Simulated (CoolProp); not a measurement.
CH2F2 (R32) at 353.79 K and 0.132 MPa is throttled through a valve to 0.0702 MPa with no heat exchange. Each further row changes one setting.

Model: reference Helmholtz-energy equation of state, Tillner-Roth 1997, in CoolProp.

```tsv
case	temperature change (K)	final density (kg/m³)
as stated	-0.9	1.25
outlet pressure 0.0211 MPa	-1.6	0.375
outlet pressure 0.0913 MPa	-0.6	1.63
```
